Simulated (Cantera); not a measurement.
Thermodynamics of roasting and sulfation, feed FeS + H₂S + N₂

Feed: 1 mol FeS, 0.44 mol H₂S, 26 mol N₂, held at 6.40 bar.

Method: chemical equilibrium by Gibbs-energy minimisation in Cantera with the NASA 1993 tables (ideal gas, pure condensed phases). Candidate condensed phases: Fe, FeS, FeS₂, S; 16 gas species. FeS: taken at fixed stoichiometry. Gases not in the tables: S₃ to S₇. The numbers say what is thermodynamically allowed, not how fast it happens.

```
T (K)  log p N₂  log p H₂S  log p H₂  log p S₂  n FeS(s)  n FeS₂(s)
-----  --------  ---------  --------  --------  --------  ---------
848        0.80      -0.99     -2.48     -2.96     0.995    0.00457
898        0.80      -0.99     -2.34     -2.64      1.00          0
948        0.80      -1.00     -2.16     -2.46      1.00          0
998        0.80      -1.02     -2.00     -2.31      1.00          0
1048       0.80      -1.03     -1.87     -2.17      1.00          0
1098       0.80      -1.05     -1.74     -2.05      1.00          0
1148       0.80      -1.08     -1.64     -1.94      1.00          0
1198       0.80      -1.11     -1.54     -1.84      1.00          0
1248       0.80      -1.15     -1.46     -1.76      1.00          0
1298       0.80      -1.18     -1.39     -1.69      1.00          0
```
log p: log10 of the partial pressure in bar; n: condensed amount in mol.

At 848 K the condensed part is FeS(s) + FeS₂(s). From 898 K to 1298 K the condensed part is FeS(s).
